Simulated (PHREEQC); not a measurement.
0.084 g of hydrous ferric oxide (600 m²/g; 0.2 weak and 0.005 strong sites per Fe, Dzombak-Morel constants, diffuse double layer) in 1 kg of water with 0.01 mol/kgw of an inert sodium salt and 2.3e-06 mol Na2HAsO4, at 25 °C; the pH is set by adding NaOH or the inert anion's acid. Oxygen is held at 0.21 atm. CO2 from the air is kept out. No solid was allowed to form.

Equilibrium calculation in PHREEQC: ion-association model, wateq4f.dat.

Problem. Predict surface charge σ (C/m²), surface potential ψ (mV) at pH = 5.25, 6.38, 6.75, 7.5.

Solution. 
```tsv
pH	surface charge σ (C/m²)	surface potential ψ (mV)
5.25	0.090	140
6.38	0.032	89
6.75	0.022	70
7.5	0.007	30
```

The oxide is taken as insoluble; below pH 4 it would dissolve.
